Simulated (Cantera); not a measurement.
## Transport properties of process gases

Gas mixture: 16.7 % CH₄, 42.0 % H₂O, 26.8 % CO₂, 14.5 % C₃H₈, at 5.00 bar, frozen composition.

Cantera's kinetic-theory transport with the Lennard-Jones parameters of GRI-Mech 3.0, ideal gas; thermal conductivity in the mixture-averaged form. Polar gases are described roughly by these parameters.

| T (K) | ρ (kg/m³) | cp (J/kg/K) | μ (µPa s) | λ (mW/m/K) | Pr | D (cm²/s) N₂ | D (cm²/s) H | D (cm²/s) CO₂ |
|---|---|---|---|---|---|---|---|---|
| 400 | 4.28 | 1613 | 15.3 | 34.3 | 0.721 | 0.0621 | 0.361 | 0.0484 |
| 500 | 3.42 | 1787 | 18.8 | 45.9 | 0.734 | 0.0929 | 0.544 | 0.0741 |
| 600 | 2.85 | 1948 | 22.2 | 58.0 | 0.745 | 0.128 | 0.754 | 0.104 |
| 700 | 2.44 | 2093 | 25.3 | 70.5 | 0.752 | 0.168 | 0.991 | 0.138 |
| 800 | 2.14 | 2222 | 28.3 | 83.2 | 0.757 | 0.212 | 1.25 | 0.176 |
| 900 | 1.90 | 2337 | 31.2 | 96.0 | 0.760 | 0.259 | 1.53 | 0.217 |
D: mixture-averaged diffusion coefficient of that species in the mixture.
